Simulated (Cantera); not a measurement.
**CH3F + CH4 (fluorocarbon and chlorocarbon gases)**

Input: 1 mol CH3F, 0.46 mol CH4, equilibrated at 0.300 bar.

Cantera equilibrium calculation (NASA polynomials, part measured and part estimated; ideal gas, pure solids and liquids). Candidate condensed phases: C, C6H6, C7H8, C8H18; 110 gas species. Ions and electrons are included (thermal ionisation). Rates play no part.

```csv
T (K),log p H,log p H2,log p HF,log p C,log p F,log p C3,log p C2H2 (acetylene),log p C2H,log p C2,n C(graphite)
2500,-1.96,-0.73,-1.00,-6.78,-4.91,-6.30,-2.70,-5.07,-7.34,1.42
3000,-1.23,-0.86,-1.04,-4.30,-3.62,-3.51,-2.06,-3.20,-4.50,1.24
3500,-0.86,-1.27,-1.18,-2.59,-2.64,-1.74,-2.07,-2.17,-2.62,0
4000,-0.72,-1.84,-1.40,-1.80,-1.89,-1.87,-3.31,-2.50,-2.18,0
4500,-0.70,-2.48,-1.88,-1.38,-1.52,-2.53,-4.83,-3.22,-2.21,0
5000,-0.70,-3.02,-2.48,-1.25,-1.42,-3.72,-6.51,-4.25,-2.68,0
```
log p: log10 of the partial pressure in bar; n: condensed amount in mol.

From 2500 K to 3000 K the condensed part is C(graphite). From 3500 K to 5000 K nothing is condensed. The main C-bearing gas is C2H2 (acetylene) at 2500 K and C at 5000 K.
